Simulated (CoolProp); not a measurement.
A simple Rankine cycle with R142b: condensing at 326.15 K, boiler at 3.2 MPa, turbine inlet 401.7 K, turbine efficiency 0.75, pump efficiency 0.8, no recuperator. Each further row changes one setting.

Model: reference Helmholtz-energy equation of state, Lemmon 2006, in CoolProp. It is a short technical equation, of lower accuracy than the large ones.

| case | thermal efficiency (%) | net work (kJ/kg) | heat in (kJ/kg) | turbine exit temperature (K) | volume ratio over the turbine |
|---|---|---|---|---|---|
| as stated | 9.9 | 20.9 | 212 | ___ | 5.45 |
| turbine inlet 421.7 K | ___ | 25.1 | 245 | ___ | ___ |
| condensing temperature 318.15 K | ___ | 24.4 | 223 | 329.1 | 6.74 |
| boiler pressure 2.24 MPa | 8.3 | ___ | 236 | 360.5 | 3.25 |
| turbine efficiency 0.65 | ___ | 17.8 | 212 | 338.7 | 5.54 |

Task: Some entries are withheld; supply them.

Result: 
- as stated, turbine exit temperature (K): 335.6
- turbine inlet 421.7 K, thermal efficiency (%): 10.3
- turbine inlet 421.7 K, turbine exit temperature (K): 363.5
- turbine inlet 421.7 K, volume ratio over the turbine: 4.90
- condensing temperature 318.15 K, thermal efficiency (%): 10.9
- boiler pressure 2.24 MPa, net work (kJ/kg): 19.6
- turbine efficiency 0.65, thermal efficiency (%): 8.4
